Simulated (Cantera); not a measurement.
Input: 1 mol AlCl₃, 0.91 mol NH₃, 49 mol H₂, at 0.390 bar.

Method: chemical equilibrium by Gibbs-energy minimisation in Cantera with the NASA 1993 tables (ideal gas, pure condensed phases). Candidate condensed phases: Al, AlCl₃, AlN, NH₄Cl; 20 gas species. Rates play no part.

**Question.** What share of the Al ends up in condensed phases as a function of T (K), at 1123, 1223, 1323, 1423, 1523, 1623, 1723, 1823, 1923, 2023, 2123?

**Answer.** 
| T (K) | Al condensed (%) | as |
|---|---|---|
| 1123 | 56.7 | AlN(s) |
| 1223 | 55.2 | AlN(s) |
| 1323 | 53.8 | AlN(s) |
| 1423 | 51.6 | AlN(s) |
| 1523 | 45.5 | AlN(s) |
| 1623 | 26.7 | AlN(s) |
| 1723 | 0.0 | - |
| 1823 | 0.0 | - |
| 1923 | 0.0 | - |
| 2023 | 0.0 | - |
| 2123 | 0.0 | - |
